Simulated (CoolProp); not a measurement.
A single-stage vapour-compression cycle with the fluid: evaporating at 240.15 K (dew point), condensing at 284.15 K (bubble point), superheat 0 K, subcooling 2 K, compressor efficiency 0.65, no pressure losses. The same conditions are run with several fluids, on thermodynamics alone (safety and materials aside).

Computed with CoolProp (reference Helmholtz-energy equation of state of each fluid (ammonia: Gao 2020; R410A: Lemmon 2003; R143a: Lemmon and Jacobsen 2000; R13: Platzer 1990; C2F6 (R116): Lemmon 2006; CH2F2 (R32): Tillner-Roth 1997)). The equations of Platzer and Polt are older, rougher fits. Blends and air are pseudo-pure fits.

```json
[
 {"fluid": "ammonia", "cooling COP": "2.96", "pressure ratio": "[?]", "discharge temperature (K)": "424.2", "refrigerating effect (kJ/kg)": "1180", "volumetric capacity (kJ/m³)": "1060"},
 {"fluid": "R410A", "cooling COP": "2.91", "pressure ratio": "[?]", "discharge temperature (K)": "[?]", "refrigerating effect (kJ/kg)": "195", "volumetric capacity (kJ/m³)": "1820"},
 {"fluid": "R143a", "cooling COP": "2.88", "pressure ratio": "4.53", "discharge temperature (K)": "310.5", "refrigerating effect (kJ/kg)": "156", "volumetric capacity (kJ/m³)": "1340"},
 {"fluid": "R13", "cooling COP": "2.36", "pressure ratio": "3.38", "discharge temperature (K)": "308.6", "refrigerating effect (kJ/kg)": "72.5", "volumetric capacity (kJ/m³)": "3470"},
 {"fluid": "C2F6 (R116)", "cooling COP": "1.87", "pressure ratio": "3.54", "discharge temperature (K)": "292.3", "refrigerating effect (kJ/kg)": "40.7", "volumetric capacity (kJ/m³)": "2350"},
 {"fluid": "CH2F2 (R32)", "cooling COP": "2.93", "pressure ratio": "4.73", "discharge temperature (K)": "362.6", "refrigerating effect (kJ/kg)": "289", "volumetric capacity (kJ/m³)": "1960"}
]
```

Question: Complete the blanks.

Answer: 
- ammonia, pressure ratio: 6.18
- R410A, pressure ratio: 4.72
- R410A, discharge temperature (K): 332.1
